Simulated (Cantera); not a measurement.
**Ammonia decomposition in nitride growth gas**

A perfectly stirred reactor is fed with 45.5 % NH3, 54.5 % H2, at 14.3 Torr; it is held at 2375 K, and followed from long to short residence time.

Computed with Cantera and the gas-phase N/H chemistry of the illustrative SiF4/NH3 mechanism in the Surface Chemkin manual (1991). Walls and surfaces, which speed up NH3 decomposition in real reactors, are not modelled.

```tsv
τ (s)	x NH3	x H2	x N2	x N2H2	x N2H4
6.8	7.90e-5	0.789	0.151	4.84e-9	<1e-12
2.4	0.00210	0.828	0.154	8.84e-8	1.07e-11
0.87	0.0174	0.827	0.150	4.45e-7	1.13e-10
0.31	0.0551	0.803	0.137	1.37e-6	4.93e-10
0.11	0.131	0.754	0.110	3.53e-6	1.58e-9
0.040	0.240	0.683	0.0724	7.10e-6	3.61e-9
0.014	0.348	0.612	0.0352	1.08e-5	5.88e-9
0.0052	0.410	0.572	0.0138	1.21e-5	6.87e-9
```
x: mole fraction; the columns are a selection and need not sum to one.
